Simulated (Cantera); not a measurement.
Cantera run:

```python
import numpy as np
import cantera as ct

gas_names = """
    CL CLO CL2 H HCL HOCL HO2 H2 H2O H2O2 O OH O2 O3 Si SiCL SiCL2 SiCL3 SiCL4 SiH SiHCL3 SiH2 SiH2CL2
    SiH3 SiH3CL SiH4 SiO SiO2 Si2 Si3
""".split()
cond_names = """
    H2O(s) H2O(L) Si(cr) Si(L) SiO2(Lqz) SiO2(hqz) SiO2(L)
""".split()


def load(file, names, dense=False):
    # The tables refer to 1 bar. Condensed volumes are neglected.
    table = {s.name: s for s in ct.Species.list_from_file(file)}
    out = []
    for n in names:
        d = dict(table[n].input_data)
        d["thermo"] = dict(d["thermo"], **{"reference-pressure": 1e5})
        if dense:
            d["equation-of-state"] = {"model": "constant-volume", "density": "1e6 g/cm^3"}
        out.append(ct.Species.from_dict(d))
    return out


gas = ct.Solution(thermo="ideal-gas", species=load("nasa_gas.yaml", gas_names))
cond = {s.name: ct.Solution(thermo="fixed-stoichiometry", species=[s], name=s.name)
        for s in load("nasa_condensed.yaml", cond_names, dense=True)}
atoms = {
    'SiH2Cl2': {'Si': 1, 'H': 2, 'CL': 2},
    'O2': {'O': 2},
    'H2': {'H': 2},
}
top_T = {}  # K; cautious upper limits of use, not melting points


def equilibrate(T, P, feed):
    n = {}
    for name, mol in feed.items():
        for a, k in atoms[name].items():
            n[a] = n.get(a, 0.0) + k * mol
    gas.TPX = T, P, n
    mass = sum(n.values()) * gas.mean_molecular_weight
    gas.equilibrate("TP")
    valid = [c for c in cond.values() if c.min_temp <= T <= top_T.get(c.name, c.max_temp)]
    mix = ct.Mixture([(gas, mass / gas.mean_molecular_weight)] + [(c, 0.0) for c in valid])
    mix.T, mix.P = T, P
    mix.equilibrate("TP", solver="vcs", rtol=1e-11, max_steps=5000)
    return mix


results = []
feed = {'SiH2Cl2': 1, 'O2': 7.4, 'H2': 0.79}  # mol
T = 1100  # K
P = 200  # Pa
mix = equilibrate(T, P, feed)
results.append((T, P, feed, dict(zip(mix.species_names, mix.species_moles))))
x = sorted(zip(gas.X, gas.species_names), reverse=True)
print(f"T = {T:g} K  P = {P:g} Pa  gas = {mix.phase_moles(0):.4g} mol")
print("   x: " + "  ".join(f"{s} {v:.3e}" for v, s in x if v > 1e-06))
print("   condensed (mol): " + ("  ".join(f"{mix.phase(i).name} {mix.phase_moles(i):.4g}"
      for i in range(1, mix.n_phases) if mix.phase_moles(i) > 1e-12) or "none"))
```

Output:

```
T = 1100 K  P = 200 Pa  gas = 8.785 mol
   x: O2 6.814e-01  HCL 2.190e-01  H2O 9.424e-02  CL2 3.331e-03  CL 1.956e-03  OH 4.189e-06  CLO 3.503e-06  HOCL 1.591e-06
   condensed (mol): SiO2(hqz) 1
```

Method: chemical equilibrium by Gibbs-energy minimisation in Cantera with the NASA 1993 tables (ideal gas, pure condensed phases).
